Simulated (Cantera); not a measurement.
Input: 1 mol B, 41 mol N2, 68 mol H2, at 1623.15 K and 13.3 mbar.

Method: chemical equilibrium by Gibbs-energy minimisation in Cantera with the NASA 1993 tables (ideal gas, pure condensed phases). Candidate condensed phases: B, BN; 15 gas species. Kinetics and transport are ignored.

Task: What is the equilibrium state?

Result: 
```
Item                                 Value
-------------------------------  ---------
x(H2)                                0.626
x(N2)                                0.373
x(H)                              0.000474
n(BN(s))                         1.000 mol
gas amount                       108.5 mol
log10 activity of B(s) (absent)      -2.32
```
